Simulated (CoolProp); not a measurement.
Vapour-liquid equilibrium of n-hexane (1) + benzene (2) at 9.01 bar; x and y are mole fractions of (1).

Values from CoolProp's multi-fluid Helmholtz-energy mixture model, Thol 2019 and Thol 2012; pair parameters Bell 2016.

```csv
x,"bubble temperature, mixture model (°C)","bubble temperature, Raoult's law (°C)","y, mixture model","y, Raoult's law"
0.05,170.7,171.9,0.076,0.063
0.15,167.6,170.5,0.206,0.184
0.25,165.2,169.0,0.315,0.298
0.35,163.4,167.7,0.411,0.407
0.45,162.0,166.3,0.501,0.511
0.55,160.9,165.0,0.587,0.610
0.65,160.2,163.7,0.673,0.704
0.75,159.7,162.4,0.761,0.794
0.85,159.4,161.2,0.853,0.879
0.95,159.3,160.0,0.950,0.961
```

The largest gap from Raoult's law is -4.3 K in bubble temperature, at x = 0.45. y crosses x between x = 0.85 and 0.95: the model has an azeotrope there.

The pair parameters rest on a limited set of measurements; away from them the model extrapolates.
